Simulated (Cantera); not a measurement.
A perfectly stirred reactor is fed with 7.41 % CH₃OH, 16.4 % O₂, 61.4 % N₂, 14.8 % H₂O, equivalence ratio 0.68, at 10.0 bar; it is adiabatic with a 750 K inlet, and is followed from long to short residence time, starting on the burning branch (τ in s: 0.48, 0.15, 0.045, 0.014, 0.0043, 0.0013, 0.00041, 0.00013, 3.9e-05, 1.2e-05, 3.7e-06).

Model: GRI-Mech 3.0 (53 species, 325 reactions), integrated in Cantera. GRI-Mech 3.0 was tuned for natural gas; its chemistry of methanol as a main component is partial and can be far from experiment.

**Question.** Predict: blow-out, bracketed by the residence times tried; x(CH₃OH) at τ = 0.480 s; x(O₂) at τ = 0.480 s; x(H₂O) at τ = 0.480 s; x(NO) at τ = 0.480 s; x(CH₃OH) at τ = 1.30 ms; x(O₂) at τ = 1.30 ms; x(H₂O) at τ = 1.30 ms; x(NO) at τ = 1.30 ms.

**Answer.** 
```json
{
 "blow_out_bracketed_by_the_residence_times_tried": "burning at 39.0 µs, out at 12.0 µs",
 "x(CH₃OH) at τ = 0.480 s": "8.08e-8",
 "x(O₂) at τ = 0.480 s": "0.0501",
 "x(H₂O) at τ = 0.480 s": "0.285",
 "x(NO) at τ = 0.480 s": "0.000718",
 "x(CH₃OH) at τ = 1.30 ms": "1.76e-5",
 "x(O₂) at τ = 1.30 ms": "0.0510",
 "x(H₂O) at τ = 1.30 ms": "0.284",
 "x(NO) at τ = 1.30 ms": "9.95e-6"
}
```
